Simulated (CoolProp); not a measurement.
Aqueous ethylene glycol as a coolant, 39 % by mass, freezing at -22.8 °C, 1 atm.

Values from CoolProp's Melinder's fits for secondary coolants.

| T (°C) | density (kg/m³) | conductivity (W/(m K)) | viscosity (mPa s) | cp (kJ/(kg K)) |
|---|---|---|---|---|
| -17.2 | ___ | 0.400 | ___ | 3.382 |
| -10.3 | ___ | 0.405 | 8.88 | 3.413 |
| -3.5 | 1060 | 0.411 | 6.53 | 3.442 |
| 3.4 | 1058 | 0.416 | 4.92 | 3.472 |
| 10.3 | 1055 | 0.421 | 3.80 | 3.500 |
| 17.2 | 1052 | 0.427 | 3.00 | 3.528 |
| 24.1 | ___ | ___ | 2.42 | 3.556 |
| 31 | 1045 | ___ | 2.00 | 3.582 |

Q: Fill in the missing entries.

A: 
- -17.2, density (kg/m³): 1064
- -17.2, viscosity (mPa s): 12.5
- -10.3, density (kg/m³): 1062
- 24.1, density (kg/m³): 1049
- 24.1, conductivity (W/(m K)): 0.432
- 31, conductivity (W/(m K)): 0.438
